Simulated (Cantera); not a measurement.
# Thermodynamics of silicon etching in halogen gases, feed Si + HBr + H₂

A closed system holds: 1 mol Si, a varied amount of HBr, 5.1 mol H₂, held at 800 °C and 28.0 Pa.

Cantera equilibrium calculation (NASA polynomials, part measured and part estimated; ideal gas, pure solids and liquids). Candidate condensed phases: Br₂, Si; 19 gas species. The tables' values for SiBr₃ are old estimates; treat these amounts as uncertain. Kinetics and transport are ignored.

| n(HBr) (mol) | x HBr | x H₂ | x SiBr₂ | x SiBr₄ | n Si(s) |
|---|---|---|---|---|---|
| 3.5 | 0.182 | 0.728 | 0.0586 | 0.0267 | 0.253 |
| 6.7 | 0.311 | 0.600 | 0.0327 | 0.0525 | 0 |
| 9.8 | 0.441 | 0.488 | 0.0137 | 0.0545 | 0 |
| 13 | 0.537 | 0.404 | 0.00691 | 0.0493 | 0 |
| 16 | 0.603 | 0.347 | 0.00420 | 0.0440 | 0 |
| 19 | 0.653 | 0.303 | 0.00280 | 0.0393 | 0 |
| 23 | 0.702 | 0.260 | 0.00180 | 0.0343 | 0 |
| 26 | 0.731 | 0.234 | 0.00137 | 0.0312 | 0 |
x: gas mole fraction; n: condensed amount in mol.

At 3.5 mol HBr the condensed part is Si(s). From 6.7 mol HBr to 26 mol HBr nothing is condensed. The main Si-bearing gas is SiBr₂ at 3.5 mol HBr and SiBr₄ at 26 mol HBr.
